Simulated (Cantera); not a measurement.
## Ignition delay

Mixture: 20.8 % CO, 1.72 % H₂, 2.06 % CH₄, 15.8 % O₂, 59.6 % N₂, at 750 Torr, adiabatic and at constant pressure. Ignition delay is the time to a rise of 400 K.

Computed with Cantera and GRI-Mech 3.0 (53 species, 325 reactions). Below about 1000 K GRI-Mech 3.0 lacks low-temperature oxidation paths. Below about 950 K walls govern HO2 and H2O2 in real vessels.

| T0 (K) | delay (ms) |
|---|---|
| 900 | 42.6 |
| 950 | 9.64 |
| 1000 | 3.75 |
| 1050 | 1.82 |
| 1100 | 0.999 |
| 1150 | 0.603 |
| 1200 | 0.393 |
| 1250 | 0.274 |
| 1300 | 0.203 |
| 1350 | 0.157 |

```yaml
apparent activation energy between 1250 and 1350 K: 78 kJ/mol
```
